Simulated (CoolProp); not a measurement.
Dodecamethylcyclohexasiloxane (D6) along the isotherm 346.85 °C: density (kg/m³) from the reference equation and from simpler models built on Tc = 372.6 °C, pc = 0.9614 MPa, ω = 0.736; each cubic takes its own stable root.

Model: reference Helmholtz-energy equation of state, Colonna 2008, in CoolProp. It is a short technical equation, of lower accuracy than the large ones.

| p (MPa) | phase | reference | van der Waals | Peng-Robinson |
|---|---|---|---|---|
| 0.32 | gas | 33.39 | 31.44 | 32.97 |
| 0.961 | liquid | 518.2 | 328.8 | 517.0 |
| 1.28 | liquid | 535.1 | 358.4 | 543.2 |
| 1.6 | liquid | 548.5 | 376.5 | 563.3 |
| 1.92 | liquid | 559.8 | 389.9 | 579.8 |
| 2.24 | liquid | 569.5 | 400.6 | 593.9 |
| 2.56 | liquid | (withheld) | (withheld) | 606.2 |
| 2.88 | liquid | (withheld) | 417.4 | 617.2 |
| 3.2 | liquid | 592.9 | 424.3 | 627.1 |
| 3.53 | liquid | 599.6 | 430.6 | (withheld) |
| 3.85 | liquid | 605.7 | 436.1 | 644.7 |
| 4.17 | liquid | 611.3 | 441.2 | 652.4 |
| 4.49 | liquid | 616.6 | 445.9 | 659.5 |
| 4.81 | liquid | (withheld) | 450.2 | 666.2 |

**Question.** What belongs in the gaps?

**Answer.** 
- 2.56, reference: 578.1
- 2.56, van der Waals: 409.6
- 2.88, reference: 585.8
- 3.53, Peng-Robinson: 636.4
- 4.81, reference: 621.6
